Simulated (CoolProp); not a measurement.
Computed with CoolProp (reference Helmholtz-energy equation of state, Lemmon 2006). It is a short technical equation, of lower accuracy than the large ones.

For toluene, give the phase and the density (kg/m³), cv (kJ/(kg K)), expansivity (1/kK) at 258.35 °C and 2060 kPa.


- 258.35 °C and 2060 kPa: liquid; density 586, cv 1.98, expansivity 3.65
